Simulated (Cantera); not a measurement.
A freely propagating, adiabatic, planar premixed flame of CH4 : O2 : N2 : CO2 = 1 : 2 : 5.6 : 0.38 (molar parts), equivalence ratio 1.0, unburnt at 473 K and 0.286 atm; mixture-averaged transport, grid criteria slope 0.08 and curve 0.16, no radiation.

Detailed kinetics in Cantera: GRI-Mech 3.0 (53 species, 325 reactions). Burning velocities carry a grid error of a few per cent, more on coarse grids.

Question: What does this change do: CH4 1 to 0.77 parts?

Answer: 
```tsv
quantity	before	after
laminar burning velocity	129 cm/s	109 cm/s
thermal thickness	0.909 mm	1.01 mm
peak x(OH)	0.0135	0.0113
peak x(H2O2)	6.36e-6	7.60e-6
peak x(CO)	0.0707	0.0506
```

Question: What does this change do: 0.47 parts H2 added?

Answer: 
```
quantity                    before     after
------------------------  --------  --------
laminar burning velocity  129 cm/s  165 cm/s
thermal thickness         0.909 mm  0.819 mm
peak x(OH)                  0.0135    0.0140
peak x(H2O2)               6.36e-6   7.24e-6
peak x(CO)                  0.0707    0.0754
```
